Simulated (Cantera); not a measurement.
## Catalytic stagnation flow on Pt

A jet of 5.67 % CH₄, 9.74 % O₂, 84.6 % N₂ at 300 K and 0.0474 atm hits a platinum plate 6.2 cm away at a mass flux of 0.044 kg/m²/s; the plate temperature is set and raised in steps from an oxygen-covered start.

Model: Deutschmann's 1995 Pt surface mechanism with GRI-Mech 3.0 gas chemistry, integrated in Cantera. Catalytic surfaces can have several steady states; this one follows from the mechanism file's or the stated starting coverage.

| plate T (K) | wall x CH₄ | wall x O₂ | wall x H₂O | wall x OH | wall x CO | wall x CO₂ | θ free Pt | θ CO* | θ C* |
|---|---|---|---|---|---|---|---|---|---|
| 900 | 0.00659 | 0.00334 | 0.0925 | <1e-8 | 0.0244 | 0.0331 | 0.766 | 0.232 | 0.00152 |
| 950 | 0.00534 | 0.00282 | 0.0943 | <1e-8 | 0.0284 | 0.0298 | 0.861 | 0.137 | 0.00138 |
| 1000 | 0.00473 | 0.00259 | 0.0949 | <1e-8 | 0.0301 | 0.0285 | 0.925 | 0.0740 | 0.00102 |
| 1050 | 0.00449 | 0.00253 | 0.0945 | <1e-8 | 0.0303 | 0.0286 | 0.961 | 0.0382 | 0.000673 |
| 1100 | 0.00442 | 0.00256 | 0.0934 | 2.08e-8 | 0.0294 | 0.0297 | 0.980 | 0.0196 | 0.000414 |
| 1150 | 0.00444 | 0.00263 | 0.0918 | 5.07e-8 | 0.0278 | 0.0315 | 0.989 | 0.0102 | 0.000247 |
x: mole fraction at the wall; θ: surface coverage.
